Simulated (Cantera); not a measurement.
Feed: 1 mol B₂O₃, 1.3 mol HCl, 1.2 mol O₂, at 1425 K and 0.450 bar.

Cantera equilibrium calculation (NASA polynomials, part measured and part estimated; ideal gas, pure solids and liquids). Candidate condensed phases: B, B₂O₃, B₃O₃H₃, H₂O; 33 gas species. The tables' values for BOCl are old estimates; treat these amounts as uncertain. Gases not in the tables: H₃BO₃. Rates play no part.

Base state: O₂ 0.460, HCl 0.412, H₂O 0.0576, Cl₂ 0.0538, Cl 0.0119, HBO₂ 0.00430, ClO 0.000147, HOCl 5.54e-5 (mole fractions); condensed: B₂O₃(l).

### Question
What changes in the equilibrium state with this change: B₂O₃ replaced by TiO₂?

### Answer
| species | before | after |
|---|---|---|
| O₂ | 0.460 | 0.462 |
| HCl | 0.412 | 0.414 |
| H₂O | 0.0576 | 0.0591 |
| HBO₂ | 0.00430 | 0 |
| Cl₂ | 0.0538 | 0.0531 |
| Cl | 0.0119 | 0.0118 |
| (HBO₂)₃ | 5.24e-5 | 0 |
| BOCl | 1.49e-5 | 0 |
| B₂O₃(l), mol | 0.995 | 0 |
| TiO₂(rutile), mol | 0 | 1.000 |
Gases not in the tables: TiO(OH)₂. Further candidate phases: Ti, TiCl₂, TiCl₃, TiCl₄, TiO, TiO₂, Ti₂O₃, Ti₃O₅, Ti₄O₇.
